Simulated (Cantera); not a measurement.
Input (Python, Cantera):

```python
import numpy as np
import cantera as ct

gas = ct.Solution("gri30.yaml")


def delay(T, t_max=10):
    gas.TPX = T, 210000, {'CO': 1, 'H2': 0.036, 'CH4': 0.034, 'O2': 1.43, 'N2': 5.37}
    reactor = ct.IdealGasConstPressureReactor(gas, clone=False)
    net = ct.ReactorNet([reactor])
    net.rtol, net.atol = 1e-8, 1e-16
    while net.time < t_max:
        t_old, T_old = net.time, reactor.T
        net.step()
        if reactor.T > T + 400:  # ignition: a rise of 400 K
            return t_old + (T + 400 - T_old) / (reactor.T - T_old) * (net.time - t_old)
    return np.nan


taus = []
for T in [1200, 1275, 1350, 1425, 1500, 1575, 1650, 1725, 1800]:
    taus.append(delay(T))
    print(f"T0 = {T:6g} K   tau = {taus[-1]:.4e} s")
```

Output:

```
T0 =   1200 K   tau = 2.0851e-04 s
T0 =   1275 K   tau = 1.3640e-04 s
T0 =   1350 K   tau = 1.0384e-04 s
T0 =   1425 K   tau = 8.6234e-05 s
T0 =   1500 K   tau = 7.5907e-05 s
T0 =   1575 K   tau = 6.9827e-05 s
T0 =   1650 K   tau = 6.6625e-05 s
T0 =   1725 K   tau = 6.5610e-05 s
T0 =   1800 K   tau = 6.6398e-05 s
```

Computed with Cantera and GRI-Mech 3.0 (53 species, 325 reactions). Where the delays flatten at high temperature, the 400 K rule measures the pace of heat release, not the induction time.
